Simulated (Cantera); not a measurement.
Input: 1 mol MgCO₃, 0.1 mol H₂, 1.8 mol CO₂, held at 0.100 bar.

Cantera equilibrium calculation (NASA polynomials, part measured and part estimated; ideal gas, pure solids and liquids). Candidate condensed phases: C, C₆H₆, C₇H₈, C₈H₁₈, H₂O, Mg, MgCO₃, MgO, Mg(OH)₂; 116 gas species. Rates play no part. All values below are at 1923 K.

Base state: CO₂ 0.923, CO 0.0394, H₂O 0.0338, O₂ 0.00252, OH 0.000473, H₂ 0.000335, O 5.75e-5, H 5.45e-5 (mole fractions); condensed: MgO(s).

What changes in the equilibrium state with this change: CO₂ from 1.8 to 0.2 mol?


```csv
species,before,after
CO₂,0.923,0.846
CO,0.0394,0.0766
H₂O,0.0338,0.0750
H₂,0.000335,0.00158
O₂,0.00252,0.000558
"MgO(s), mol",1.000,1.000
```
